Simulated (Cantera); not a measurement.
A closed system holds: 1 mol SiCl4, 0.098 mol O3, 10 mol N2, at 1098.15 K and 1.00 Torr.

Cantera equilibrium calculation (NASA polynomials, part measured and part estimated; ideal gas, pure solids and liquids). Candidate condensed phases: Si, SiO2, Si2N2O, Si3N4; 23 gas species. The numbers say what is thermodynamically allowed, not how fast it happens.

Base state: N2 0.894, SiCl4 0.0763, Cl2 0.0232, Cl 0.00618 (mole fractions); condensed: SiO2(β-quartz).

Q: What changes in the equilibrium state with this change: temperature from 1098.15 K to 650 K?

A: 
| species | before | after |
|---|---|---|
| N2 | 0.894 | 0.897 |
| SiCl4 | 0.0763 | 0.0765 |
| Cl2 | 0.0232 | 0.0264 |
| Cl | 0.00618 | 5.78e-7 |
| SiO2(β-quartz), mol | 0.147 | 0 |
| SiO2(α-quartz), mol | 0 | 0.147 |

Q: What changes in the equilibrium state with this change: temperature from 1098.15 K to 748 K?

A: 
```csv
species,before,after
N2,0.894,0.897
SiCl4,0.0763,0.0765
Cl2,0.0232,0.0264
Cl,0.00618,1.14e-5
"SiO2(β-quartz), mol",0.147,0
"SiO2(α-quartz), mol",0,0.147
```

Q: What changes in the equilibrium state with this change: temperature from 1098.15 K to 1823.15 K?

A: 
```csv
species,before,after
N2,0.894,0.753
Cl,0.00618,0.172
SiCl2,<1e-9,0.0362
SiCl4,0.0763,0.00557
SiO,<1e-9,0.0221
SiCl3,1.64e-7,0.0114
Cl2,0.0232,0.000317
"SiO2(β-quartz), mol",0.147,0
```
The tables' values for SiCl3 are old estimates; treat these amounts as uncertain.
